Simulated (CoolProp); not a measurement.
Saturation properties of R152A.

Computed with CoolProp (reference Helmholtz-energy equation of state, Outcalt 1996). It is a modified Benedict-Webb-Rubin equation, recast in Helmholtz form.

| T (K) | p (MPa) | liquid density (kg/m³) | liquid viscosity (µPa s) |
|---|---|---|---|
| 226.1 | 0.03238 | 1058 | 405 |
| 237.1 | 0.05766 | 1036 | 346 |
| 248.2 | 0.09723 | 1013 | 297 |
| 259.2 | 0.1552 | 989.8 | 258 |
| 270.3 | 0.2380 | 965.5 | 225 |
| 281.3 | 0.3504 | 940.4 | 197 |
| 292.4 | 0.5012 | 913.8 | 172 |
| 303.4 | 0.6948 | 886.0 | 152 |
| 314.5 | 0.9425 | 855.9 | 133 |
| 325.5 | 1.248 | 823.7 | 117 |
| 336.5 | 1.623 | 788.2 | 103 |
| 347.6 | 2.080 | 747.7 | 89.4 |

It boils at 249.1 K under 1 atm.

Viscosity comes from a separate model (Bell 2016), an estimate that may be off by 10 % or more.
